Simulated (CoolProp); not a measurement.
Dimethyl carbonate at 482.36 K and 3.52 MPa is throttled through a valve to 1.85 MPa with no heat exchange. Each further row changes one setting.

Computed with CoolProp (reference Helmholtz-energy equation of state, Zhou 2011).

| case | temperature change (K) | final phase | final density (kg/m³) |
|---|---|---|---|
| as stated | (withheld) | liquid | (withheld) |
| outlet pressure 0.555 MPa | (withheld) | (withheld) | 40.4 |
| outlet pressure 2.41 MPa | (withheld) | liquid | (withheld) |

Problem. What belongs in the gaps?

Solution. 
- as stated, temperature change (K): -0.3
- as stated, final density (kg/m³): 777
- outlet pressure 0.555 MPa, temperature change (K): -54.5
- outlet pressure 0.555 MPa, final phase: two-phase, vapour fraction 0.376
- outlet pressure 2.41 MPa, temperature change (K): -0.2
- outlet pressure 2.41 MPa, final density (kg/m³): 779
